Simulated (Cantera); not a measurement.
Input: 1 mol Pb, 0.11 mol CO2, 3.9 mol CO, equilibrated at 1275 K and 28.0 Pa.

These are equilibrium values from Cantera (NASA tables, ideal gas, pure condensed phases), not measurements of a reactor. Candidate condensed phases: C, Pb, PbO, PbO2, Pb3O4; 15 gas species. Rates play no part.

### Question
What is the equilibrium state?

### Answer
| Quantity | Value |
|---|---|
| x(CO) | 0.778 |
| x(Pb) | 0.200 |
| x(CO2) | 0.0220 |
| gas amount | 5.010 mol |
| log10 activity of Pb(l) (absent) | -1.53 |
| log10 activity of C(graphite) (absent) | -4.27 |
